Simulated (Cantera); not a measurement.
Input: 1 mol toluene, 1.9 mol CO₂, 65 mol H₂, equilibrated at 2477 °C and 330000 Pa.

Equilibrium computed with Cantera from the NASA thermochemical tables; the gas is ideal and each condensed phase is pure. Candidate condensed phases: C, C₆H₆, C₇H₈, C₈H₁₈, H₂O; 110 gas species. Rates play no part.

Base state: H₂ 0.887, CO 0.0513, H 0.0355, C₂H₂ (acetylene) 0.0250, C₄H₂ 0.000292, CH₄ 0.000271, CH₃ 0.000184, C₂H 0.000116 (mole fractions); condensed: C(graphite).

**Question.** What changes in the equilibrium state with this change: temperature from 2477 °C to 1202 °C?

**Answer.** 
| species | before | after |
|---|---|---|
| H₂ | 0.887 | 0.939 |
| CO | 0.0513 | 0.0523 |
| CH₄ | 0.000271 | 0.00846 |
| H | 0.0355 | 6.92e-6 |
| C₂H₂ (acetylene) | 0.0250 | 6.26e-6 |
| C₄H₂ | 0.000292 | <1e-9 |
| C₂H | 0.000116 | <1e-9 |
| C₂H₂ (vinylidene) | 4.18e-5 | <1e-9 |
| CH₂ | 1.62e-5 | <1e-9 |
| C₃H₃ (propargyl) | 1.31e-5 | <1e-9 |
| C(graphite), mol | 1.24 | 4.51 |
